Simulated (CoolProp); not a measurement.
Values from CoolProp's reference Helmholtz-energy equation of state, Akasaka 2024.

Give the vapour pressure (MPa), vapour density (kg/m³) of saturated R1132(E) at 0.25, 35.15, 49.15 °C.


```json
[
 {"T (°C)": "0.25", "p (MPa)": "0.823", "vapour density (kg/m³)": "27.1"},
 {"T (°C)": "35.15", "p (MPa)": "2.14", "vapour density (kg/m³)": "74.3"},
 {"T (°C)": "49.15", "p (MPa)": "2.96", "vapour density (kg/m³)": "111"}
]
```
